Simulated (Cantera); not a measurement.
An isothermal plug-flow reactor at 750 K and 760 Torr (inlet), inlet velocity 0.17 m/s, active area per volume 300 1/m; feed CO : O2 : N2 : H2O = 0.0045 : 0.039 : 0.79 : 0.067 (molar parts).

Computed with Cantera and Deutschmann's 1995 Pt surface mechanism with GRI-Mech 3.0 gas chemistry. Catalytic surfaces can have several steady states; this one follows from the mechanism file's or the stated starting coverage. Mass transfer to the wall is taken as infinitely fast.

### Question
Predict: x(CO) at z = 0.0058 m; x(O2) at z = 0.0058 m; x(H2O) at z = 0.0058 m; x(CO2) at z = 0.0058 m; θ(free Pt) at the exit; θ(O*) at the exit; θ(OH*) at the exit.

### Answer
- x(CO) at z = 0.0058 m = 0.000120
- x(O2) at z = 0.0058 m = 0.0410
- x(H2O) at z = 0.0058 m = 0.0746
- x(CO2) at z = 0.0058 m = 0.00489
- θ(free Pt) at the exit = 0.0266
- θ(O*) at the exit = 0.967
- θ(OH*) at the exit = 0.00624
